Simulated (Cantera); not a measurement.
Input (Python, Cantera) and output of one run.

```python
import numpy as np
import cantera as ct

gas_names = [...]  # 136 gases of nasa_gas.yaml made of C, H, N, O
cond_names = """
    C(gr) C6H6(L) C7H8(L) C8H18(L),n-octa H2O(s) H2O(L)
""".split()


# ... load() reads the species with a 1 bar reference pressure and builds the phases ...
atoms = {
    'C3H8': {'C': 3, 'H': 8},
    'O2': {'O': 2},
    'N2': {'N': 2},
}
top_T = {'C(gr)': 4500}  # K; cautious upper limits of use, not melting points


# ... equilibrate(T, P, feed) seeds the gas with the atoms and calls Mixture.equilibrate('TP', solver="vcs", rtol=1e-11, max_steps=5000) ...
results = []
feed = {'C3H8': 1, 'O2': 0.022, 'N2': 16}  # mol
P = 510000  # Pa
for T in [823, 898, 973, 1048, 1123, 1198, 1273, 1348, 1423, 1498, 1573, 1648]:
    mix = equilibrate(T, P, feed)
    results.append((T, P, feed, dict(zip(mix.species_names, mix.species_moles))))

top = {s: max(r[3][s] / sum(r[3][g] for g in gas_names) for r in results) for s in gas_names}
cols = sorted((s for s in top if top[s] > 0.0001), key=lambda s: -top[s])[:7]
seen = [c for c in cond_names if any(r[3].get(c, 0) > 1e-12 for r in results)]
print("log10 of partial pressures in bar; condensed amounts in mol")
print(f"{'T/K':>10s}" + "".join(f"{s[:9]:>10s}" for s in cols + seen))
for T, P, feed, n in results:
    ng = sum(n[g] for g in gas_names)
    print(f"{T:10.4g}" + "".join(f"{np.log10(max(n[s] / ng * P / 1e5, 1e-99)):10.3f}" for s in cols)
          + "".join(f"{n.get(c, 0):10.4g}" for c in seen))
```

Result:

```
log10 of partial pressures in bar; condensed amounts in mol
       T/K        N2        H2       CH4        CO       H2O       HCN       NH3     C(gr)
       823     0.633    -0.274    -0.578    -2.841    -1.993    -6.605    -2.717      2.01
       898     0.624    -0.146    -0.786    -2.392    -2.135    -5.837    -2.816     2.362
       973     0.618    -0.072    -1.035    -2.131    -2.409    -5.205    -2.954     2.616
      1048     0.614    -0.034    -1.301    -2.017    -2.779    -4.676    -3.111     2.768
      1123     0.612    -0.015    -1.561    -1.976    -3.171    -4.225    -3.268     2.851
      1198     0.611    -0.005    -1.805    -1.961    -3.542    -3.834    -3.416     2.895
      1273     0.611     0.000    -2.027    -1.955    -3.880    -3.492    -3.553     2.918
      1348     0.610     0.003    -2.228    -1.953    -4.184    -3.188    -3.678      2.93
      1423     0.610     0.004    -2.411    -1.952    -4.458    -2.917    -3.790     2.936
      1498     0.610     0.005    -2.576    -1.951    -4.705    -2.675    -3.893     2.937
      1573     0.610     0.005    -2.726    -1.951    -4.929    -2.455    -3.986     2.934
      1648     0.610     0.005    -2.862    -1.951    -5.132    -2.256    -4.072     2.928
```

Method: chemical equilibrium by Gibbs-energy minimisation in Cantera with the NASA 1993 tables (ideal gas, pure condensed phases).
